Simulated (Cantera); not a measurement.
Mixture: CH4 : H2 : O2 : N2 : H2O = 1 : 0.089 : 4.44 : 16.7 : 0.83 (molar parts), at 2.40 bar, adiabatic and at constant volume. Ignition delay is the time to a rise of 400 K.

Computed with Cantera and GRI-Mech 3.0 (53 species, 325 reactions).

Task: Predict: delay at 1273 K; delay at 1423 K; delay at 1573 K; delay at 1723 K; apparent activation energy between 1648 and 1798 K.

Result: 
| Item | Value |
|---|---|
| delay at 1273 K | 2.69 ms |
| delay at 1423 K | 0.614 ms |
| delay at 1573 K | 0.174 ms |
| delay at 1723 K | 61.6 µs |
| apparent activation energy between 1648 and 1798 K | 150 kJ/mol |
